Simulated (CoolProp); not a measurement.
Vapour-liquid equilibrium of dimethyl ether (1) + 1-butene (2) at 284.6 K; x and y are mole fractions of (1).

Values from CoolProp's multi-fluid Helmholtz-energy mixture model, Wu 2011 and Lemmon 2005; pair parameters Bell 2016.

Question: Give the bubble pressure and the first vapour's composition at x = 0.05, 0.25, 0.75. Is there an azeotrope?

Answer: x = 0.05: 0.2074 MPa, y = 0.112; x = 0.25: 0.2598 MPa, y = 0.422; x = 0.75: 0.3557 MPa, y = 0.834. No azeotrope shows between x = 0.05 and 0.95.

Pair parameters are fitted to limited data, so mixtures are less certain than the pure fluids.
